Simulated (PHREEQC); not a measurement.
1 kg of water holding 14 mmol/kgw Na2B4O7, 3.2 mmol/kgw Na2CO3 and 14 mmol/kgw KCl is evaporated at 25 °C; the solids stay in contact with the brine. CO2 from the air is kept out. Only these solids could form: Halite, Kalicinite, Nahcolite, Natron, Sylvite, Trona, Borax, Boric_acid,s, KB5O8:4H2O, K2B4O7:4H2O, NaBO2:4H2O, NaB5O8:5H2O, Teepleite.

The series has 28 steps of water left (kg), from 1 to 0.004338.

Equilibrium calculation in PHREEQC: Pitzer model, pitzer.dat.

Which solids form, in which order, and at which step of the series does each first stand?

Borax from water left = 0.07871 kg (pH 9.40).
